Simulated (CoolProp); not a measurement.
Vapour-liquid equilibrium of R1234yf (1) + isobutane (2) at -81.95 °C; x and y are mole fractions of (1).

Values from CoolProp's multi-fluid Helmholtz-energy mixture model, Lemmon 2022 and Bücker 2006; pair parameters Bell 2016.

Q: Give the bubble pressure and the first vapour's composition at x = 0.425, 0.65, 0.725. Is there an azeotrope?

A: x = 0.425: 5.010 kPa, y = 0.684; x = 0.65: 5.123 kPa, y = 0.716; x = 0.725: 5.144 kPa, y = 0.738. y crosses x between x = 0.725 and 0.8: the model has an azeotrope there.

The pair parameters rest on a limited set of measurements; away from them the model extrapolates. With so large a gap from Raoult's law the liquid may split in two, which this calculation doesn't test in full.
